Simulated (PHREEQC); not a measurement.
Dissolve 0.1 mol/kgw H2SO4 and 0.019 mol/kgw ZnSO4 at 10 °C. Closed to the air; pH follows from the charge balance.

All values are PHREEQC results (ion-association model, phreeqc.dat), not measurements.

No solid was allowed to form.

Q: Predict the pH, ionic strength, specific conductance.

A: pH 1.02; ionic strength 0.183 mol/kgw; specific conductance 27400 µS/cm.

Q: In which forms is S present?

A: HSO4- 68 %, SO4-2 24 %, ZnSO4 5.2 %, Zn(SO4)2-2 2.7 % of the S.

At this temperature some constants are extrapolated from 25 °C, and those without enthalpy data are left unchanged.
